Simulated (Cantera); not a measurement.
A diamond (100) surface in a fixed gas of H2 with x(CH4) = 0.0098, x(H) = 0.0009, x(CH3) = 0.00037, 17.3 Torr; coverages are run to steady state.

Computed with Cantera and the Harris–Goodwin 1993 mechanism for the reconstructed diamond (100) surface.

One state of this run: growth (µm/h) = 0.237; θ c6HH = 0.415; θ c6H* = 0.0545; θ c6*H = 0.499; θ c6** = 0.0305; θ c6HM = 4.02e-5. θ: site fractions in the mechanism's names (c6HH fully hydrogenated, c6H* and c6*H radical sites, c6** diradical, c6HM methylated).

Q: Which value of T (K) does it belong to?
A. 1100
B. 1025
C. 1400
D. 950

A: C, 1400
